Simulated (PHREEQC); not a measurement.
# Leach liquor: speciation

Solution (35 °C): 0.0039 mol H2SO4, 0.00013 mol CuSO4 and 0.00083 mol MgSO4 per kg of water. Closed to the air; pH follows from the charge balance.

The numbers come from PHREEQC with the ion-association model, phreeqc.dat.

Precipitation was switched off in this run.

Q: What pH, ionic strength, specific conductance does the model give?

A: pH 2.25; ionic strength 0.0114 mol/kgw; specific conductance 3200 µS/cm.

Q: In which forms is Cu present?

A: Cu+2 78 %, CuSO4 22 % of the Cu.

Species that the database lacks are ignored.
